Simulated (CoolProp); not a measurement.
C3F8 (R218) along the isobar 3.51 MPa: density (kg/m³) from the reference equation and from simpler models built on Tc = 345.0 K, pc = 2.640 MPa, ω = 0.317; each cubic takes its own stable root.

Values from CoolProp's reference Helmholtz-energy equation of state, Lemmon 2006. It is a short technical equation, of lower accuracy than the large ones.

```tsv
T (K)	phase	reference	van der Waals	Soave-Redlich-Kwong	Peng-Robinson
229.7	liquid	1652	1054	1577	1779
250.8	liquid	1573	1010	1498	1692
271.8	liquid	1487	962.6	1408	1591
292.9	liquid	1390	908.0	1298	1467
313.9	liquid	1275	843.7	1163	1311
335	liquid	1118	761.9	978.4	1094
356	supercritical	765.2	641.1	647.6	699.4
377.1	supercritical	370.5	425.5	354.7	374.4
398.1	supercritical	289.7	318.6	281.4	294.5
```
